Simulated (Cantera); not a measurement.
PbS + H2 + N2 (hydrogen reduction and annealing atmospheres)

A closed system holds: 1 mol PbS, 7.1 mol H2, 0.43 mol N2, at 2.63 Torr.

Method: chemical equilibrium by Gibbs-energy minimisation in Cantera with the NASA 1993 tables (ideal gas, pure condensed phases). Candidate condensed phases: Pb, PbS, S; 18 gas species. The numbers say what is thermodynamically allowed, not how fast it happens.

```csv
T (K),x H2,x Pb,x PbS,x N2,x S2,x H,x H2S,x SH
1525,0.801,0.0480,0.0674,0.0496,0.0140,0.000358,0.0181,0.00189
1575,0.799,0.0539,0.0611,0.0494,0.0175,0.000628,0.0161,0.00254
1625,0.796,0.0598,0.0547,0.0492,0.0210,0.00106,0.0142,0.00331
1675,0.794,0.0657,0.0483,0.0490,0.0242,0.00175,0.0124,0.00418
1725,0.791,0.0713,0.0422,0.0488,0.0271,0.00279,0.0108,0.00515
1775,0.787,0.0764,0.0365,0.0486,0.0295,0.00434,0.00943,0.00620
1825,0.783,0.0811,0.0313,0.0483,0.0314,0.00659,0.00818,0.00732
1875,0.778,0.0852,0.0267,0.0481,0.0328,0.00977,0.00707,0.00849
1925,0.772,0.0887,0.0225,0.0478,0.0335,0.0142,0.00610,0.00967
1975,0.764,0.0916,0.0189,0.0475,0.0336,0.0202,0.00524,0.0108
```
x: gas mole fraction; nothing condenses.

From 1525 K to 1975 K nothing is condensed. The main Pb-bearing gas is PbS at 1525 K and Pb at 1975 K.
